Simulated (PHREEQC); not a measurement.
Consider water at 20 °C with 0.037 mol/kgw KOH, 0.22 mol/kgw NaAlO2, 0.24 mol/kgw K2CO3 and 0.0085 mol/kgw KCl. Closed to the air; pH follows from the charge balance.

Equilibrium calculation in PHREEQC: ion-association model, wateq4f.dat.

No solid was allowed to form.

Q: Order these C species by the share of C that they hold, largest first: NaCO3-, HCO3-, CO3-2.

A: CO3-2 (69 %), NaCO3- (31 %), HCO3- (0.15 %)

The pH is 12.52 and the ionic strength 0.838 mol/kgw. Saturation is exceeded, for instance for Boehmite (slow to form), Gibbsite (slow to form); the values hold only as long as no solid forms. The ionic strength is past about 0.7 mol/kgw, beyond the range of this activity model, so the values are rough. Complexes and solids missing from the database can't appear.
